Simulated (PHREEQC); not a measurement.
Solution (40 °C): 1.6 mol HCl per kg of water. Closed to the air; pH follows from the charge balance.

Equilibrium calculation in PHREEQC: Pitzer model, pitzer.dat.

This is a speciation only: nothing precipitates in the calculation.

Q: What pH does the model give?

A: pH -0.33.

In brines, pH and single-ion activities rest on the MacInnes convention. At this temperature some constants are extrapolated from 25 °C, and those without enthalpy data are left unchanged.
